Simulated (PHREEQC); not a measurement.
**Arsenic or selenium liquor**

A solution holds 0.00083 mol H3AsO4, 0.32 mol NaOH and 0.079 mol CaCl2 per kg of water, at 5 °C. Closed to the air; pH follows from the charge balance.

Model: ion-association model, wateq4f.dat, run in PHREEQC.

Each row changes one thing in this solution. This is a speciation only: nothing precipitates in the calculation.

| case | pH | ionic strength (mol/kgw) | CaOH+ (mol/kgw) | Ca+2 (mol/kgw) | HAsO4-2 (mol/kgw) | SI of Portlandite (Ca(OH)2) | SI of Halite (NaCl) |
|---|---|---|---|---|---|---|---|
| as made | 13.95 | 0.425 | 0.0671 | 0.0119 | 1.53e-6 | +0.98 | -3.15 |
| H3AsO4 from 0.00083 to 0.000747 mol/kgw | 13.95 | 0.425 | 0.0671 | 0.0119 | 1.38e-6 | +0.98 | -3.15 |
| NaOH from 0.32 to 0.064 mol/kgw | 13.03 | 0.236 | 0.0336 | 0.0454 | 1.36e-5 | -0.23 | -3.81 |
| 0.014 mol/kgw HBr added | 13.93 | 0.426 | 0.0665 | 0.0124 | 1.62e-6 | +0.95 | -3.15 |
| H3AsO4 from 0.00083 to 0.00125 mol/kgw | 13.95 | 0.427 | 0.0671 | 0.0119 | 2.32e-6 | +0.97 | -3.15 |
| NaOH from 0.32 to 0.288 mol/kgw | 13.90 | 0.396 | 0.0659 | 0.0131 | 1.73e-6 | +0.92 | -3.19 |

Some of these states are supersaturated (in Portlandite, for instance). Away from 25 °C the constants follow the database's enthalpies or fits; those with neither stay at their 25 °C values. The database has no arsenate complexes of Ca.
